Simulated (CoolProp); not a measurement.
Properties of n-heptane at several states (Tc = 541.2 K, pc = 2.774 MPa, ω = 0.349).

The numbers come from the reference Helmholtz-energy equation of state, Span 2003 in CoolProp. It is a short technical equation, of lower accuracy than the large ones.

```
T (K)  p (MPa)   phase  cv (kJ/(kg K))  Joule-Thomson coefficient (K/MPa)  expansivity (1/kK)  conductivity (mW/(m K))
-----  -------  ------  --------------  ---------------------------------  ------------------  -----------------------
522.4    0.784     gas           2.560                              10.71               3.067                     39.0
222.2   0.0188  liquid           1.557                            -0.5010               1.120                      145
193.9   0.0323  liquid           1.504                            -0.5186               1.110                      154
535.9   0.0242     gas           2.568                              7.971               1.888                     37.2
357.4   0.0413     gas           1.841                              34.92               3.068                     17.4
```

Thermal conductivity comes from a separate model (Assael 2013).
